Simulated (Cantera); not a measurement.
Input (Python, Cantera) and output of one run.

```python
import numpy as np
import cantera as ct

gas_names = """
    CL CL2 H HCL H2 N NH NH2 NH3 N2 N2H2 N2H4 Si SiCL SiCL2 SiCL3 SiCL4 SiH SiHCL3 SiH2 SiH2CL2 SiH3
    SiH3CL SiH4 SiN Si2 Si2N Si3
""".split()
cond_names = """
    NH4CL(a) NH4CL(b) Si(cr) Si(L) Si3N4(a)
""".split()


def load(file, names, dense=False):
    # The tables refer to 1 bar. Condensed volumes are neglected.
    table = {s.name: s for s in ct.Species.list_from_file(file)}
    out = []
    for n in names:
        d = dict(table[n].input_data)
        d["thermo"] = dict(d["thermo"], **{"reference-pressure": 1e5})
        if dense:
            d["equation-of-state"] = {"model": "constant-volume", "density": "1e6 g/cm^3"}
        out.append(ct.Species.from_dict(d))
    return out


gas = ct.Solution(thermo="ideal-gas", species=load("nasa_gas.yaml", gas_names))
cond = {s.name: ct.Solution(thermo="fixed-stoichiometry", species=[s], name=s.name)
        for s in load("nasa_condensed.yaml", cond_names, dense=True)}
atoms = {
    'SiCl4': {'Si': 1, 'CL': 4},
    'HCl': {'H': 1, 'CL': 1},
    'N2': {'N': 2},
    'Cl2': {'CL': 2},
}
top_T = {'Si3N4(a)': 2400}  # K; cautious upper limits of use, not melting points


def equilibrate(T, P, feed):
    n = {}
    for name, mol in feed.items():
        for a, k in atoms[name].items():
            n[a] = n.get(a, 0.0) + k * mol
    gas.TPX = T, P, n
    mass = sum(n.values()) * gas.mean_molecular_weight
    gas.equilibrate("TP")
    valid = [c for c in cond.values() if c.min_temp <= T <= top_T.get(c.name, c.max_temp)]
    mix = ct.Mixture([(gas, mass / gas.mean_molecular_weight)] + [(c, 0.0) for c in valid])
    mix.T, mix.P = T, P
    mix.equilibrate("TP", solver="vcs", rtol=1e-11, max_steps=5000)
    return mix


results = []
feed = {'SiCl4': 1, 'HCl': 0.031, 'N2': 54, 'Cl2': 0.35}  # mol
P = 133.322  # Pa
for T in [950, 1000, 1050, 1100, 1150, 1200, 1250, 1300]:
    mix = equilibrate(T, P, feed)
    results.append((T, P, feed, dict(zip(mix.species_names, mix.species_moles))))

top = {s: max(r[3][s] / sum(r[3][g] for g in gas_names) for r in results) for s in gas_names}
cols = sorted((s for s in top if top[s] > 0.001), key=lambda s: -top[s])[:8]
seen = [c for c in cond_names if any(r[3].get(c, 0) > 1e-12 for r in results)]
print("log10 of partial pressures in bar; condensed amounts in mol")
print(f"{'T/K':>10s}" + "".join(f"{s[:9]:>10s}" for s in cols + seen))
for T, P, feed, n in results:
    ng = sum(n[g] for g in gas_names)
    print(f"{T:10.4g}" + "".join(f"{np.log10(max(n[s] / ng * P / 1e5, 1e-99)):10.3f}" for s in cols)
          + "".join(f"{n.get(c, 0):10.4g}" for c in seen))
```

Result:

```
log10 of partial pressures in bar; condensed amounts in mol
       T/K        N2     SiCL4        CL       CL2
       950    -2.886    -4.619    -6.296    -5.088
      1000    -2.886    -4.619    -5.962    -5.104
      1050    -2.886    -4.619    -5.668    -5.134
      1100    -2.887    -4.619    -5.414    -5.188
      1150    -2.887    -4.619    -5.201    -5.279
      1200    -2.888    -4.620    -5.036    -5.421
      1250    -2.888    -4.621    -4.920    -5.624
      1300    -2.888    -4.621    -4.848    -5.884
```

Method: chemical equilibrium by Gibbs-energy minimisation in Cantera with the NASA 1993 tables (ideal gas, pure condensed phases). The tables' values for SiCl3 are old estimates; treat these amounts as uncertain.
